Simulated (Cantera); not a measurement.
A perfectly stirred reactor is fed with H2 : O2 : N2 : H2O = 0.19 : 1 : 4.1 : 0.057 (molar parts), equivalence ratio 0.095, at 0.00690 bar; it is held at 1425 K, and followed from long to short residence time.

Cantera simulation using the H2/O2 subset of GRI-Mech 3.0, which has no nitrogen chemistry; the numbers are that mechanism's predictions, not measurements. Radical loss at walls, strong at low pressure, is not modelled. The temperature is held fixed by assumption; the heat of reaction is taken as removed at once.

Question: Predict: x(H2) at τ = 11.0 s; x(O2) at τ = 11.0 s; x(H) at τ = 11.0 s; x(OH) at τ = 11.0 s; x(O) at τ = 11.0 s; x(H2) at τ = 0.210 s; x(O2) at τ = 0.210 s; x(H) at τ = 0.210 s; x(OH) at τ = 0.210 s; x(O) at τ = 0.210 s.

Answer: 
```json
{
  "x(H2) at τ = 11.0 s": "0.000300",
  "x(O2) at τ = 11.0 s": "0.171",
  "x(H) at τ = 11.0 s": "0.000473",
  "x(OH) at τ = 11.0 s": "0.00160",
  "x(O) at τ = 11.0 s": "0.00232",
  "x(H2) at τ = 0.210 s": "0.00168",
  "x(O2) at τ = 0.210 s": "0.165",
  "x(H) at τ = 0.210 s": "0.00673",
  "x(OH) at τ = 0.210 s": "0.00368",
  "x(O) at τ = 0.210 s": "0.0138"
}
```
